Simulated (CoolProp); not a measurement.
Vapour-liquid equilibrium of R114 (1) + n-heptane (2) at 340.3 K; x and y are mole fractions of (1).

The numbers come from the multi-fluid Helmholtz-energy mixture model, Platzer 1990 and Span 2003; pair parameters Bell 2016 in CoolProp. This equation is an older, rougher fit; its heat capacities, sound speeds and derivatives of the liquid may be far off and weren't checked against measurements.

```tsv
x	bubble pressure (MPa)	y at the bubble point	dew pressure at overall composition x (MPa)	liquid density (mol/L)
0.05	0.08274	0.569	0.03847	6.479
0.15	0.1702	0.803	0.04292	6.603
0.25	0.2490	0.874	0.04851	6.730
0.35	0.3184	0.909	0.05575	6.857
0.45	0.3796	0.930	0.06551	6.984
0.55	0.4347	0.945	0.07937	7.112
0.65	0.4866	0.958	0.1006	7.240
0.75	0.5386	0.969	0.1373	7.367
0.85	0.5939	0.980	0.2151	7.493
0.95	0.6562	0.993	0.4540	7.617
```

No azeotrope shows between x = 0.05 and 0.95.

The pair parameters rest on a limited set of measurements; away from them the model extrapolates.
